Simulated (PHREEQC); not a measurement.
1 kg of water holding 0.0052 mol/kgw MgCl2, 0.036 mol/kgw CaCl2, 0.28 mol/kgw SrCl2, 0.29 mol/kgw NaCl and 0.11 mol/kgw KCl is evaporated at 15 °C; the solids stay in contact with the brine. The system is closed to CO2. Solids allowed: Bischofite, Brucite, Carnallite, Halite, Portlandite, Sylvite, MgCl2_4H2O. Others were left out.

All values are PHREEQC results (Pitzer model, pitzer.dat), not measurements.

```csv
water left (kg),ionic strength,water activity,Halite (mol),Sylvite (mol),Ca in solution (mol/kgw),Mg in solution (mol/kgw),Sr in solution (mol/kgw)
1,1.36,0.971,0,0,0.0360,0.00520,0.280
0.8219,1.66,0.965,0,0,0.0438,0.00633,0.341
0.6755,2.02,0.956,0,0,0.0533,0.00770,0.414
0.5552,2.46,0.946,0,0,0.0648,0.00937,0.504
0.4563,2.99,0.932,0,0,0.0789,0.0114,0.614
0.375,3.64,0.914,0,0,0.0960,0.0139,0.747
0.3082,4.42,0.891,0,0,0.117,0.0169,0.908
0.2533,5.38,0.860,0,0,0.142,0.0205,1.11
0.2082,6.55,0.819,0,0,0.173,0.0250,1.34
0.1711,7.97,0.765,0,0,0.210,0.0304,1.64
0.1407,9.69,0.696,0,0,0.256,0.0370,1.99
0.1156,10.9,0.655,0.0841,0.0171,0.311,0.0450,2.42
0.09502,12.0,0.623,0.170,0.0502,0.379,0.0547,2.95
```

Halite from water left = 0.1156 kg; Sylvite from water left = 0.1156 kg.

Complexes and solids missing from the database can't appear.
